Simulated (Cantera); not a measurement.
Feed: 1 mol Si, 1.5 mol HCl, 0.23 mol N2, equilibrated at 573 K and 0.830 bar.

These are equilibrium values from Cantera (NASA tables, ideal gas, pure condensed phases), not measurements of a reactor. Candidate condensed phases: NH4Cl, Si, Si3N4; 28 gas species. N2 is the only nitrogen source here; it is nearly inert below about 1500 K, so the nitride shown seldom forms there in practice. Rates play no part.

Base state: H2 0.629, SiCl4 0.260, SiHCl3 0.109, SiH2Cl2 0.00212, HCl 2.10e-5 (mole fractions); condensed: Si(s) + Si3N4(s).

Problem. What changes in the equilibrium state with this change: N2 from 0.23 to 0.66 mol?

Solution. 
```csv
species,before,after
H2,0.629,0.435
SiCl4,0.260,0.222
HCl,2.10e-5,0.197
N2,<1e-9,0.140
SiHCl3,0.109,6.91e-6
NH3,<1e-9,0.00602
SiH2Cl2,0.00212,<1e-9
"Si(s), mol",0.249,0
"Si3N4(s), mol",0.115,0.231
```
